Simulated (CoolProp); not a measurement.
Nitrous oxide along the isotherm -55.45 °C: density (kg/m³) from the reference equation and from simpler models built on Tc = 36.4 °C, pc = 7.245 MPa, ω = 0.161; each cubic takes its own stable root.

Model: reference Helmholtz-energy equation of state, Lemmon 2006, in CoolProp. It is a short technical equation, of lower accuracy than the large ones.

```json
[
 {"p (MPa)": "0.0115", "phase": "gas", "reference": "0.2801"},
 {"p (MPa)": "0.0204", "phase": "gas", "reference": "0.4975"},
 {"p (MPa)": "0.0362", "phase": "gas", "reference": "0.8848"},
 {"p (MPa)": "0.0644", "phase": "gas", "reference": "1.581"},
 {"p (MPa)": "0.115", "phase": "gas", "reference": "2.844"},
 {"p (MPa)": "0.204", "phase": "gas", "reference": "5.116"},
 {"p (MPa)": "0.362", "phase": "gas", "reference": "9.322"},
 {"p (MPa)": "0.644", "phase": "liquid", "reference": "1128"},
 {"p (MPa)": "1.15", "phase": "liquid", "reference": "1129"},
 {"p (MPa)": "2.04", "phase": "liquid", "reference": "1131"},
 {"p (MPa)": "3.62", "phase": "liquid", "reference": "1135"}
]
```

**Question.** How far does each simpler model (Redlich-Kwong, Soave-Redlich-Kwong, Peng-Robinson) lie from the reference over these 11 states: mean and median of the absolute difference, and the worst?

**Answer.** 
- Redlich-Kwong: mean 11.6 %, median 0.4 %, worst -98.5 % at -55.45 °C and 0.644 MPa
- Soave-Redlich-Kwong: mean 2.7 %, median 0.3 %, worst -7.4 % at -55.45 °C and 0.644 MPa
- Peng-Robinson: mean 1.9 %, median 0.2 %, worst +5.0 % at -55.45 °C and 3.62 MPa

At some of these states Redlich-Kwong gives the other phase, because its saturation line lies elsewhere.
